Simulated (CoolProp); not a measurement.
n-hexane along the isobar 1.36 MPa: Z from the reference equation and from simpler models built on Tc = 507.8 K, pc = 3.044 MPa, ω = 0.300; each cubic takes its own stable root.

The numbers come from the reference Helmholtz-energy equation of state, Thol 2019 in CoolProp.

```json
[
 {"T (K)": "313.1", "phase": "liquid", "reference": "0.07005", "van der Waals": "0.1178", "Soave-Redlich-Kwong": "0.07758", "Peng-Robinson": "0.06877"},
 {"T (K)": "340", "phase": "liquid", "reference": "0.06717", "van der Waals": "0.1128", "Soave-Redlich-Kwong": "0.07439", "Peng-Robinson": "0.06583"},
 {"T (K)": "367", "phase": "liquid", "reference": "?", "van der Waals": "0.1093", "Soave-Redlich-Kwong": "0.07236", "Peng-Robinson": "0.06394"},
 {"T (K)": "393.9", "phase": "liquid", "reference": "0.06387", "van der Waals": "0.1077", "Soave-Redlich-Kwong": "?", "Peng-Robinson": "0.06318"},
 {"T (K)": "420.8", "phase": "liquid", "reference": "0.06362", "van der Waals": "0.7232", "Soave-Redlich-Kwong": "0.07244", "Peng-Robinson": "0.06388"},
 {"T (K)": "447.8", "phase": "liquid", "reference": "0.06491", "van der Waals": "0.7767", "Soave-Redlich-Kwong": "0.07609", "Peng-Robinson": "0.06709"},
 {"T (K)": "474.7", "phase": "gas", "reference": "0.7588", "van der Waals": "0.8143", "Soave-Redlich-Kwong": "0.7707", "Peng-Robinson": "0.7534"},
 {"T (K)": "501.7", "phase": "gas", "reference": "0.8132", "van der Waals": "0.8428", "Soave-Redlich-Kwong": "0.8198", "Peng-Robinson": "0.8035"},
 {"T (K)": "528.6", "phase": "gas", "reference": "0.8505", "van der Waals": "0.8650", "Soave-Redlich-Kwong": "0.8554", "Peng-Robinson": "0.8400"},
 {"T (K)": "555.5", "phase": "gas", "reference": "0.8780", "van der Waals": "0.8830", "Soave-Redlich-Kwong": "0.8825", "Peng-Robinson": "?"}
]
```

Complete the blanks.


- 367, reference: 0.06510
- 393.9, Soave-Redlich-Kwong: 0.07159
- 555.5, Peng-Robinson: 0.8679

At some of these states van der Waals gives the other phase, because its saturation line lies elsewhere.
